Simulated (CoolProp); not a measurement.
Vapour-liquid equilibrium of CH2F2 (R32) (1) + R1234ze(E) (2) at 11.4 bar; x and y are mole fractions of (1).

The numbers come from the multi-fluid Helmholtz-energy mixture model, Tillner-Roth 1997 and Thol 2016; pair parameters Bell 2023 in CoolProp.

```tsv
x	bubble temperature (K)	y at the bubble point	dew temperature at overall composition x (K)	liquid density (mol/L)
0.05	324.4	0.119	326.8	9.567
0.15	[?]	0.321	323.3	10.27
0.25	310.7	[?]	319.7	10.99
0.35	[?]	0.594	315.8	11.77
0.45	300.9	0.687	311.8	12.60
0.55	297.1	0.761	307.4	13.52
0.65	[?]	0.824	302.7	14.55
0.75	290.8	0.880	297.7	15.72
0.85	288.0	0.931	292.4	17.07
0.95	285.4	0.978	286.9	18.64
```

### Question
What belongs in the gaps?

### Answer

- 0.15, bubble temperature (K): 317.0
- 0.25, y at the bubble point: 0.476
- 0.35, bubble temperature (K): 305.4
- 0.65, bubble temperature (K): 293.8

No azeotrope shows between x = 0.05 and 0.95.

The pair parameters rest on a limited set of measurements; away from them the model extrapolates.
